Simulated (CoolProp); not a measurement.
CHF3 (R23) along the isobar 0.687 MPa: fugacity coefficient from the reference equation and from simpler models built on Tc = 299.3 K, pc = 4.832 MPa, ω = 0.263; each cubic takes its own stable root.

Values from CoolProp's reference Helmholtz-energy equation of state, Penoncello 2003.

```csv
T (K),phase,reference,Redlich-Kwong,Soave-Redlich-Kwong
264.8,gas,0.9221,0.9320,0.9285
275.8,gas,0.9324,0.9393,0.9372
286.8,gas,0.9409,0.9457,0.9447
297.7,gas,0.9481,0.9512,0.9511
308.7,gas,0.9542,0.9561,0.9568
319.7,gas,0.9594,0.9603,0.9617
330.6,gas,0.9639,0.9641,0.9660
341.6,gas,0.9679,0.9674,0.9699
352.6,gas,0.9713,0.9704,0.9733
```
